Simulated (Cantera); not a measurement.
A closed system holds: 1 mol SiF₄, 4.8 mol O₃, equilibrated at 0.133 bar.

Method: chemical equilibrium by Gibbs-energy minimisation in Cantera with the NASA 1993 tables (ideal gas, pure condensed phases). Candidate condensed phases: Si, SiO₂; 17 gas species. The tables' values for SiF₃ are old estimates; treat these amounts as uncertain. The tables hold silica as quartz up to 1696 K and as liquid above; real silica turns to tridymite and cristobalite and melts near 1996 K. Kinetics and transport are ignored.

x: gas mole fraction; n: condensed amount in mol.

```
T (°C)   x O₂  x SiF₄     x O       x F    x SiF₃    x SiO₂     x SiO  n SiO₂(condensed)  n SiO₂(l)
------  -----  ------  ------  --------  --------  --------  --------  -----------------  ---------
477     0.878   0.122  <1e-12    <1e-12    <1e-12    <1e-12    <1e-12                  0          0
577     0.878   0.122       ?    <1e-12    <1e-12    <1e-12    <1e-12                  0          0
677     0.878   0.122       ?  4.34e-11    <1e-12    <1e-12    <1e-12                  0          0
777     0.878   0.122       ?  1.43e-10    <1e-12    <1e-12    <1e-12                  0          0
877     0.878   0.122       ?   1.91e-9  2.59e-11    <1e-12    <1e-12                  0          0
977     0.878   0.122       ?   1.69e-8  4.81e-10    <1e-12    <1e-12                  0          0
1077    0.878   0.122       ?   1.09e-7   5.76e-9    <1e-12    <1e-12                  0          0
1177    0.878   0.122       ?   5.44e-7   4.88e-8  3.12e-12    <1e-12                  0          0
1277    0.878   0.122       ?   2.21e-6   3.13e-7  7.39e-11    <1e-12                  0          0
1377    0.878   0.122       ?   7.59e-6   1.59e-6   1.19e-9  2.25e-11                  0          0
1477    0.878   0.122       ?   2.28e-5   6.69e-6   1.35e-8  5.87e-10                  0          0
1577    0.878   0.122       ?   6.11e-5   2.39e-5   1.16e-7   1.05e-8                  0          0
1677    0.877   0.122       ?  0.000148   7.46e-5   7.91e-7   1.39e-7           0.000143          0
1777    0.875   0.122       ?  0.000331  0.000208   4.44e-6   1.41e-6                  0   0.000204
```

What belongs in the gaps?


- 577, x O: 1.90e-12
- 677, x O: 8.15e-11
- 777, x O: 1.72e-9
- 877, x O: 2.13e-8
- 977, x O: 1.78e-7
- 1077, x O: 1.08e-6
- 1177, x O: 5.15e-6
- 1277, x O: 2.01e-5
- 1377, x O: 6.65e-5
- 1477, x O: 0.000192
- 1577, x O: 0.000495
- 1677, x O: 0.00116
- 1777, x O: 0.00249
